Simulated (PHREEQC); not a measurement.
# Alkaline etch or developer

Make-up at 25 °C: 0.0044 mol LiOH, 0.00046 mol H4SiO4 and 0.0033 mol (CH3)4NCl per kg of water. It is in equilibrium with CO2 at log p = -3.5 (atm). Otherwise closed; pH follows from the charge balance.

Equilibrium calculation in PHREEQC: ion-association model, phreeqc.dat.

Each row changes one thing in this solution. This is a speciation only: nothing precipitates in the calculation.

```json
[
 {"case": "as made", "pH": "8.88", "ionic strength (mol/kgw)": "0.00788", "HCO3- (mol/kgw)": "0.00397", "CO3-2 (mol/kgw)": "0.000185", "H3SiO4- (mol/kgw)": "5.04e-5", "CO2 (mol/kgw)": "1.07e-5", "SI of Chalcedony (SiO2)": "+0.16"},
 {"case": "(CH3)4NCl replaced by AlCl3 at the same molality", "pH": "5.42", "ionic strength (mol/kgw)": "0.0129", "HCO3- (mol/kgw)": "1.40e-6", "CO3-2 (mol/kgw)": "2.41e-11", "H3SiO4- (mol/kgw)": "2.00e-8", "CO2 (mol/kgw)": "1.07e-5", "SI of Chalcedony (SiO2)": "+0.22"},
 {"case": "LiOH from 0.0044 to 0.00044 mol/kgw", "pH": "7.92", "ionic strength (mol/kgw)": "0.00374", "HCO3- (mol/kgw)": "0.000429", "CO3-2 (mol/kgw)": "2.05e-6", "H3SiO4- (mol/kgw)": "6.02e-6", "CO2 (mol/kgw)": "1.08e-5", "SI of Chalcedony (SiO2)": "+0.21"},
 {"case": "temperature from 25 to 35 °C", "pH": "8.93", "ionic strength (mol/kgw)": "0.00794", "HCO3- (mol/kgw)": "0.00383", "CO3-2 (mol/kgw)": "0.000240", "H3SiO4- (mol/kgw)": "7.40e-5", "CO2 (mol/kgw)": "8.36e-6", "SI of Chalcedony (SiO2)": "+0.03"},
 {"case": "LiOH left out", "pH": "5.66", "ionic strength (mol/kgw)": "0.00330", "HCO3- (mol/kgw)": "2.30e-6", "CO3-2 (mol/kgw)": "5.87e-11", "H3SiO4- (mol/kgw)": "3.27e-8", "CO2 (mol/kgw)": "1.08e-5", "SI of Chalcedony (SiO2)": "+0.21"},
 {"case": "(CH3)4NCl left out", "pH": "8.89", "ionic strength (mol/kgw)": "0.00458", "HCO3- (mol/kgw)": "0.00398", "CO3-2 (mol/kgw)": "0.000179", "H3SiO4- (mol/kgw)": "5.04e-5", "CO2 (mol/kgw)": "1.08e-5", "SI of Chalcedony (SiO2)": "+0.16"}
]
```

Species that the database lacks are ignored. Some of these states are supersaturated (in Quartz (slow to form), Chalcedony (slow to form), Al(OH)3(a), for instance). (CH3)4N+ isn't in the database: it is added as a free cation with an ion size of 4 Å.
